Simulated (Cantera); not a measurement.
A perfectly stirred reactor is fed with CH3OH : O2 : N2 = 0.012 : 0.0038 : 1 (molar parts), at 1.00 bar; it is held at 1175 K, and followed from long to short residence time.

Computed with Cantera and GRI-Mech 3.0 (53 species, 325 reactions). GRI-Mech 3.0 was tuned for natural gas; its chemistry of methanol as a main component is partial and can be far from experiment.

Question: What does this change do: CH3OH 0.012 to 0.042 parts?

Answer: 
| quantity | before | after |
|---|---|---|
| x(CH3OH) at τ = 0.330 s | 3.46e-5 | 0.000808 |
| x(O2) at τ = 0.330 s | 0.000246 | 0.000148 |
| x(CH2CO) at τ = 0.330 s | 7.96e-8 | 1.56e-7 |
| x(HCN) at τ = 0.330 s | 9.96e-9 | 3.56e-11 |
| x(NO) at τ = 0.330 s | 3.57e-9 | 4.51e-11 |
| x(CH3OH) at τ = 13.0 ms | 0.00359 | 0.00761 |
| x(O2) at τ = 13.0 ms | 0.00125 | 0.000228 |
| x(CH2CO) at τ = 13.0 ms | 1.09e-7 | 1.91e-6 |
| x(HCN) at τ = 13.0 ms | 4.61e-11 | 1.73e-10 |
| x(NO) at τ = 13.0 ms | 3.03e-11 | 6.31e-11 |
